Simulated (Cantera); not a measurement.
Feed: 1 mol Si₂H₆, a varied amount of N₂O, at 1300 °C and 0.100 bar.

Equilibrium computed with Cantera from the NASA thermochemical tables; the gas is ideal and each condensed phase is pure. Candidate condensed phases: H₂O, Si, SiO₂, Si₂N₂O, Si₃N₄; 35 gas species. The feed counts by its element totals alone. Mutual solubility and eutectic melting of coexisting phases are not modelled. The tables hold silica as quartz up to 1696 K and as liquid above; real silica turns to tridymite and cristobalite and melts near 1996 K. Kinetics and transport are ignored.

Task: At 2 mol N₂O, list the 5 most abundant gas species with their mole fractions, and the condensed phases.

Result: H₂ 0.692, N₂ 0.308, SiO 0.000458, H₂O 0.000193, H 0.000107. Condensed: SiO₂(β-quartz) + Si₂N₂O(s).
